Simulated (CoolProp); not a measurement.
R134a along the isobar 2200 kPa: Z from the reference equation and from simpler models built on Tc = 374.2 K, pc = 4059 kPa, ω = 0.327; each cubic takes its own stable root.

Model: reference Helmholtz-energy equation of state, Tillner-Roth 1994, in CoolProp.

| T (K) | phase | reference |
|---|---|---|
| 351.8 | gas | 0.6875 |
| 360.4 | gas | 0.7272 |
| 369 | gas | 0.7584 |
| 377.6 | gas | 0.7839 |
| 386.2 | gas | 0.8054 |
| 394.8 | gas | 0.8238 |
| 403.4 | gas | 0.8398 |
| 412 | gas | 0.8538 |
| 420.6 | gas | 0.8662 |
| 429.2 | gas | 0.8773 |
| 437.8 | gas | 0.8871 |
| 446.4 | gas | 0.8960 |
| 455 | gas | 0.9041 |

How far does each simpler model (van der Waals, Redlich-Kwong) lie from the reference over these 13 states: mean and median of the absolute difference, and the worst?


- van der Waals: mean 2.9 %, median 1.2 %, worst +11.4 % at 351.8 K and 2200 kPa
- Redlich-Kwong: mean 1.4 %, median 1.1 %, worst +5.5 % at 351.8 K and 2200 kPa
